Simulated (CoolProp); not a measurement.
Vapour-liquid equilibrium of isobutene (1) + n-butane (2) at 260.2 K; x and y are mole fractions of (1).

Computed with CoolProp (multi-fluid Helmholtz-energy mixture model, Lemmon 2005 and Bücker 2006; pair parameters Bell 2016).

Problem. Give the bubble pressure and the first vapour's composition at x = 0.35, 0.5, 0.8. Is there an azeotrope?

Solution. x = 0.35: 0.06894 MPa, y = 0.412; x = 0.5: 0.07168 MPa, y = 0.561; x = 0.8: 0.07668 MPa, y = 0.832. No azeotrope shows between x = 0.05 and 0.95.

Pair parameters are fitted to limited data, so mixtures are less certain than the pure fluids.
